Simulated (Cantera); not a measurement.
Feed: 1 mol TiO2, 2 mol HCl, 0.26 mol Cl2, equilibrated at 7.50 Torr.

Equilibrium computed with Cantera from the NASA thermochemical tables; the gas is ideal and each condensed phase is pure. Candidate condensed phases: H2O, Ti, TiCl2, TiCl3, TiCl4, TiO, TiO2, Ti2O3, Ti3O5, Ti4O7; 23 gas species. Equilibrium is a limit: real reactors are often held back by kinetics, nucleation or transport.

Question: At 1625 K, list the 5 most abundant gas species with their mole fractions, and the condensed phases.

Answer: HCl 0.806, Cl 0.172, Cl2 0.0183, H2O 0.00167, TiCl4 0.00128. Condensed: TiO2(rutile).
